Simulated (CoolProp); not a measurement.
Computed with CoolProp (reference Helmholtz-energy equation of state, Pan 2012).

Give the vapour pressure (kPa), surface tension (mN/m), liquid conductivity (mW/(m K)) of saturated R236FA at 16.55, 44.65, 50.25 °C.


```
T (°C)  p (kPa)  surface tension (mN/m)  liquid conductivity (mW/(m K))
------  -------  ----------------------  ------------------------------
16.55       203                    10.6                            75.6
44.65       501                    7.29                            67.5
50.25       587                    6.66                            65.9
```

Thermal conductivity comes from a separate model (Huber 2003), an estimate that may be off by 10 % or more. Surface tension comes from a separate correlation (Mulero 2012).
